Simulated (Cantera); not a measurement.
An isothermal, constant-pressure homogeneous reactor starts with NO : N₂ = 1 : 1.2 (molar parts), at 1900 K and 270 Torr. Integrator tolerance rtol = 1e-08.

Detailed kinetics in Cantera: GRI-Mech 3.0 (53 species, 325 reactions).

### Question
What does this change do: pressure from 270 Torr to 105 Torr?

### Answer
```tsv
quantity	before	after
x(NO) at 2.00 s	0.299 (gas-phase equilibrium 0.00588)	0.377 (gas-phase equilibrium 0.00588)
x(NO₂) at 2.00 s	0.000227 (gas-phase equilibrium 7.49e-6)	0.000127 (gas-phase equilibrium 4.67e-6)
x(O₂) at 2.00 s	0.0774 (gas-phase equilibrium 0.224)	0.0387 (gas-phase equilibrium 0.224)
x(N₂) at 2.00 s	0.623 (gas-phase equilibrium 0.770)	0.584 (gas-phase equilibrium 0.770)
x(N₂O) at 2.00 s	3.61e-5 (gas-phase equilibrium 1.98e-7)	5.56e-5 (gas-phase equilibrium 1.23e-7)
```
